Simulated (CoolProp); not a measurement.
Properties of n-perfluorohexane along the isotherm 450 K.

Values from CoolProp's reference Helmholtz-energy equation of state, Gao 2022.

| p (kPa) | phase | cp (kJ/(kg K)) | speed of sound (m/s) | isothermal compressibility (1/MPa) |
|---|---|---|---|---|
| 72.6 | gas | … | 105.1 | 13.98 |
| 145 | gas | 1.013 | 103.6 | 7.109 |
| 218 | gas | … | 102.0 | 4.808 |
| 290 | gas | 1.020 | … | 3.678 |
| 363 | gas | 1.024 | 98.77 | 2.995 |
| 435 | gas | 1.029 | 97.08 | 2.549 |
| 508 | gas | 1.034 | 95.31 | 2.231 |
| 581 | gas | 1.040 | 93.46 | 1.997 |
| 653 | gas | … | 91.58 | … |
| 726 | gas | 1.053 | 89.58 | 1.684 |
| 798 | gas | 1.061 | 87.53 | 1.578 |
| 871 | gas | 1.071 | 85.36 | … |

Q: Fill in the missing entries.

A: 
- 72.6, cp (kJ/(kg K)): 1.010
- 218, cp (kJ/(kg K)): 1.017
- 290, speed of sound (m/s): 100.4
- 653, cp (kJ/(kg K)): 1.046
- 653, isothermal compressibility (1/MPa): 1.822
- 871, isothermal compressibility (1/MPa): 1.494
